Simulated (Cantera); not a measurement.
# Transport properties of process gases

Gas mixture: N₂O = 0.33 (molar parts), at 0.00260 bar, frozen composition.

Cantera's kinetic-theory transport with the Lennard-Jones parameters of GRI-Mech 3.0, ideal gas; thermal conductivity in the mixture-averaged form. The composition is frozen, though it would react at the higher temperatures.

```csv
T (K),ρ (kg/m³),cp (J/kg/K),μ (µPa s),λ (mW/m/K),Pr,D (cm²/s) OH,D (cm²/s) O,D (cm²/s) H
400,0.00344,970.3,19.5,25.5,0.741,160,164,647
650,0.00212,1127,29.1,44.4,0.739,372,381,1540
900,0.00153,1227,37.1,61.5,0.740,647,661,2700
1150,0.00120,1285,44.1,77.1,0.736,976,998,4090
1400,0.000983,1327,50.5,91.4,0.733,1360,1390,5690
1650,0.000834,1359,56.4,105,0.732,1780,1820,7490
```
D: mixture-averaged diffusion coefficient of that species in the mixture.
